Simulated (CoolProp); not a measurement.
Computed with CoolProp (reference Helmholtz-energy equation of state, Akasaka 2023).

Question: For R1224YDZ, give the phase and the density (kg/m³), cp (kJ/(kg K)), cv (kJ/(kg K)) at 279.7 K and 39 bar.

Answer: 
- 279.7 K and 39 bar: liquid; density 1420, cp 1.11, cv 0.790
